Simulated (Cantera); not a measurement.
What does this Cantera script print?

```python
import numpy as np
import cantera as ct

gas_names = """
    CL CLO CL2 H HCL HOCL HO2 H2 H2O H2O2 O OH O2 O3 Ti TiCL TiCL2 TiCL3 TiCL4 TiO TiOCL TiOCL2 TiO2
""".split()
cond_names = """
    H2O(s) H2O(L) Ti(a) Ti(b) Ti(L) TiCL2(s) TiCL3(s) TiCL4(L) TiO(a) TiO(b) TiO(L) TiO2(ru) TiO2(L)
    Ti2O3(a) Ti2O3(b) Ti2O3(L) Ti3O5(a) Ti3O5(b) Ti3O5(L) Ti4O7(s) Ti4O7(L)
""".split()


# ... load() reads the species with a 1 bar reference pressure and builds the phases ...
atoms = {
    'TiCl4': {'Ti': 1, 'CL': 4},
    'O2': {'O': 2},
    'H2': {'H': 2},
}
top_T = {'TiCL2(s)': 1300, 'TiCL3(s)': 1000}  # K; cautious upper limits of use, not melting points


# ... equilibrate(T, P, feed) seeds the gas with the atoms and calls Mixture.equilibrate('TP', solver="vcs", rtol=1e-11, max_steps=5000) ...
results = []
T = 1223  # K
P = 10000  # Pa
for m in [1.2, 1.8, 2.7, 4.1, 6.1, 9.1, 13, 20, 30, 44, 66]:
    feed = {'TiCl4': 1, 'O2': 3.2, 'H2': m}  # mol
    mix = equilibrate(T, P, feed)
    results.append((T, P, feed, dict(zip(mix.species_names, mix.species_moles))))

top = {s: max(r[3][s] / sum(r[3][g] for g in gas_names) for r in results) for s in gas_names}
cols = sorted((s for s in top if top[s] > 0.0001), key=lambda s: -top[s])[:7]
seen = [c for c in cond_names if any(r[3].get(c, 0) > 1e-12 for r in results)]
print("log10 of partial pressures in bar; condensed amounts in mol")
print(f"{'n(H2)':>10s}" + "".join(f"{s[:9]:>10s}" for s in cols + seen))
for T, P, feed, n in results:
    ng = sum(n[g] for g in gas_names)
    print(f"{feed['H2']:10.4g}" + "".join(f"{np.log10(max(n[s] / ng * P / 1e5, 1e-99)):10.3f}" for s in cols)
          + "".join(f"{n.get(c, 0):10.4g}" for c in seen))
```

It prints:

```
log10 of partial pressures in bar; condensed amounts in mol
     n(H2)        H2       HCL       H2O        O2       CL2        CL  TiO2(ru)
       1.2    -9.718    -1.388    -2.725    -1.398    -1.785    -3.116         1
       1.8    -9.240    -1.294    -2.277    -1.457    -2.074    -3.260         1
       2.7    -8.753    -1.258    -1.846    -1.569    -2.490    -3.468         1
       4.1    -8.304    -1.275    -1.519    -1.814    -2.973    -3.709         1
       6.1    -7.610    -1.318    -1.301    -2.767    -3.753    -4.100         1
       9.1    -1.614    -1.443    -1.402   -14.960   -10.000    -7.223         1
        13    -1.357    -1.574    -1.533   -15.736   -10.519    -7.482         1
        20    -1.209    -1.740    -1.699   -16.364   -10.999    -7.723         1
        30    -1.132    -1.903    -1.862   -16.843   -11.401    -7.924         1
        44    -1.088    -2.061    -2.019   -17.248   -11.761    -8.104         1
        66    -1.057    -2.230    -2.189   -17.648   -12.131    -8.289         1
```

Cantera equilibrium calculation (NASA polynomials, part measured and part estimated; ideal gas, pure solids and liquids). Gases not in the tables: TiO(OH)2.
